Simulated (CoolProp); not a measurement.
Vapour-liquid equilibrium of propylene (1) + R115 (2) at 322.2 K; x and y are mole fractions of (1).

Model: multi-fluid Helmholtz-energy mixture model, Lemmon 2013 and Lemmon 2016; pair parameters Bell 2016, in CoolProp.

Problem. Give the bubble pressure and the first vapour's composition at x = 0.275, 0.65, 0.95. Is there an azeotrope?

Solution. x = 0.275: 1.974 MPa, y = 0.342; x = 0.65: 2.190 MPa, y = 0.658; x = 0.95: 2.073 MPa, y = 0.934. y crosses x between x = 0.65 and 0.725: the model has an azeotrope there.

The pair parameters rest on a limited set of measurements; away from them the model extrapolates.
